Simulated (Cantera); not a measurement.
Si + N2O + H2 (thermal oxidation and active oxidation of silicon)

Feed: 1 mol Si, 2.9 mol N2O, 38 mol H2, at 2.10e-6 bar.

Cantera equilibrium calculation (NASA polynomials, part measured and part estimated; ideal gas, pure solids and liquids). Candidate condensed phases: H2O, Si, SiO2, Si2N2O, Si3N4; 35 gas species. The tables hold silica as quartz up to 1696 K and as liquid above; real silica turns to tridymite and cristobalite and melts near 1996 K. Kinetics and transport are ignored.

From 777 °C to 1227 °C the condensed part is SiO2(β-quartz). From 1302 °C to 1752 °C nothing is condensed.

```json
[
 {"T (°C)": "777", "x H2": "0.907", "x H": "5.33e-6", "x N2": "0.0709", "x H2O": "0.0220", "x SiO": "2.34e-10", "x O": "<1e-12", "x OH": "4.13e-10", "n SiO2(β-quartz)": "1.00"},
 {"T (°C)": "852", "x H2": "0.907", "x H": "2.92e-5", "x N2": "0.0709", "x H2O": "0.0220", "x SiO": "1.56e-8", "x O": "<1e-12", "x OH": "3.69e-9", "n SiO2(β-quartz)": "1.000"},
 {"T (°C)": "927", "x H2": "0.907", "x H": "0.000130", "x N2": "0.0709", "x H2O": "0.0220", "x SiO": "6.11e-7", "x O": "3.68e-12", "x OH": "2.51e-8", "n SiO2(β-quartz)": "1.000"},
 {"T (°C)": "1002", "x H2": "0.907", "x H": "0.000484", "x N2": "0.0709", "x H2O": "0.0220", "x SiO": "1.53e-5", "x O": "7.13e-11", "x OH": "1.37e-7", "n SiO2(β-quartz)": "0.999"},
 {"T (°C)": "1077", "x H2": "0.905", "x H": "0.00156", "x N2": "0.0708", "x H2O": "0.0222", "x SiO": "0.000264", "x O": "1.01e-9", "x OH": "6.24e-7", "n SiO2(β-quartz)": "0.989"},
 {"T (°C)": "1152", "x H2": "0.897", "x H": "0.00446", "x N2": "0.0705", "x H2O": "0.0249", "x SiO": "0.00299", "x O": "1.21e-8", "x OH": "2.70e-6", "n SiO2(β-quartz)": "0.877"},
 {"T (°C)": "1227", "x H2": "0.862", "x H": "0.0113", "x N2": "0.0692", "x H2O": "0.0394", "x SiO": "0.0179", "x O": "1.67e-7", "x OH": "1.47e-5", "n SiO2(β-quartz)": "0.251"},
 {"T (°C)": "1302", "x H2": "0.837", "x H": "0.0262", "x N2": "0.0683", "x H2O": "0.0447", "x SiO": "0.0236", "x O": "1.34e-6", "x OH": "5.09e-5", "n SiO2(β-quartz)": "0"},
 {"T (°C)": "1377", "x H2": "0.809", "x H": "0.0564", "x N2": "0.0673", "x H2O": "0.0439", "x SiO": "0.0232", "x O": "7.86e-6", "x OH": "0.000138", "n SiO2(β-quartz)": "0"},
 {"T (°C)": "1452", "x H2": "0.758", "x H": "0.112", "x N2": "0.0653", "x H2O": "0.0424", "x SiO": "0.0225", "x O": "4.02e-5", "x OH": "0.000344", "n SiO2(β-quartz)": "0"},
 {"T (°C)": "1527", "x H2": "0.673", "x H": "0.203", "x N2": "0.0622", "x H2O": "0.0397", "x SiO": "0.0214", "x O": "0.000184", "x OH": "0.000790", "n SiO2(β-quartz)": "0"},
 {"T (°C)": "1602", "x H2": "0.550", "x H": "0.335", "x N2": "0.0575", "x H2O": "0.0352", "x SiO": "0.0198", "x O": "0.000772", "x OH": "0.00167", "n SiO2(β-quartz)": "0"},
 {"T (°C)": "1677", "x H2": "0.398", "x H": "0.499", "x N2": "0.0516", "x H2O": "0.0276", "x SiO": "0.0178", "x O": "0.00292", "x OH": "0.00314", "n SiO2(β-quartz)": "0"},
 {"T (°C)": "1752", "x H2": "0.248", "x H": "0.661", "x N2": "0.0455", "x H2O": "0.0161", "x SiO": "0.0157", "x O": "0.00870", "x OH": "0.00449", "n SiO2(β-quartz)": "0"}
]
```
x: gas mole fraction; n: condensed amount in mol.
